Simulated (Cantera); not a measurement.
A closed system holds: 1 mol Cu, 0.022 mol H2O, 0.54 mol CO, equilibrated at 1923 K and 24.0 Pa.

These are equilibrium values from Cantera (NASA tables, ideal gas, pure condensed phases), not measurements of a reactor. Candidate condensed phases: C, C6H6, C7H8, C8H18, Cu, CuO, Cu(OH)2, Cu2O, H2O; 113 gas species. Rates play no part.

Base state: Cu 0.638, CO 0.332, CO2 0.0124, H2 0.00951, H 0.00593, H2O 0.00152, Cu2 0.000150, OH 8.18e-5 (mole fractions); condensed: gas only.

Task: What changes in the equilibrium state with this change: H2O from 0.022 to 8.9 mol?

Result: 
| species | before | after |
|---|---|---|
| H2O | 0.00152 | 0.745 |
| Cu | 0.638 | 0.0927 |
| H2 | 0.00951 | 0.0656 |
| CO | 0.332 | 0.0138 |
| O2 | 2.65e-6 | 0.0133 |
| OH | 8.18e-5 | 0.0152 |
| CO2 | 0.0124 | 0.0363 |
| H | 0.00593 | 0.0156 |
| O | 3.81e-5 | 0.00270 |
| Cu2 | 0.000150 | 3.17e-6 |
| CuO | 1.86e-6 | 1.92e-5 |
